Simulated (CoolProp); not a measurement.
Sulfur hexafluoride at several states: fugacity coefficient from the reference equation and from simpler models built on Tc = 318.7 K, pc = 3.755 MPa, ω = 0.210; each cubic takes its own stable root.

Computed with CoolProp (reference Helmholtz-energy equation of state, Guder 2009).

| T (K) | p (MPa) | phase | reference | van der Waals | Soave-Redlich-Kwong | Peng-Robinson |
|---|---|---|---|---|---|---|
| 417.1 | 0.0315 | gas | 0.9989 | 0.9987 | 0.9989 | 0.9987 |
| 552.3 | 0.0998 | gas | 0.9990 | 0.9982 | 0.9992 | 0.9987 |
| 286.3 | 0.11 | gas | 0.9861 | 0.9888 | 0.9860 | 0.9848 |
| 557.7 | 6.6 | supercritical | ___ | ___ | ___ | ___ |
| 410.2 | 1.18 | gas | ___ | ___ | ___ | ___ |

Task: What belongs in the gaps?

Result: 
- 557.7, reference: 0.9479
- 557.7, van der Waals: 0.8927
- 557.7, Soave-Redlich-Kwong: 0.9622
- 557.7, Peng-Robinson: 0.9341
- 410.2, reference: 0.9571
- 410.2, van der Waals: 0.9509
- 410.2, Soave-Redlich-Kwong: 0.9575
- 410.2, Peng-Robinson: 0.9491
